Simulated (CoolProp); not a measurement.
Vapour-liquid equilibrium of R113 (1) + n-heptane (2) at 35.4 kPa; x and y are mole fractions of (1).

Values from CoolProp's multi-fluid Helmholtz-energy mixture model, Marx 1992 and Span 2003; pair parameters Bell 2016.

```csv
x,"bubble temperature, mixture model (°C)","bubble temperature, Raoult's law (°C)","y, mixture model","y, Raoult's law"
0.05,___,61.0,0.257,0.219
0.15,49.1,52.3,0.555,0.501
0.25,___,45.5,0.709,0.668
0.35,36.4,40.0,0.797,0.774
0.45,32.3,35.4,0.853,0.844
0.55,___,31.5,___,0.894
0.65,26.4,28.1,0.922,0.930
0.75,24.2,25.2,0.947,0.957
0.85,22.1,22.6,0.968,0.977
0.95,___,20.2,0.989,0.993
```

Some entries are withheld; supply them.


- 0.05, bubble temperature, mixture model (°C): 59.5
- 0.25, bubble temperature, mixture model (°C): 41.8
- 0.55, bubble temperature, mixture model (°C): 29.1
- 0.55, y, mixture model: 0.892
- 0.95, bubble temperature, mixture model (°C): 20.1

The largest gap from Raoult's law is -3.7 K in bubble temperature, at x = 0.25. No azeotrope shows between x = 0.05 and 0.95.

The pair parameters rest on a limited set of measurements; away from them the model extrapolates.
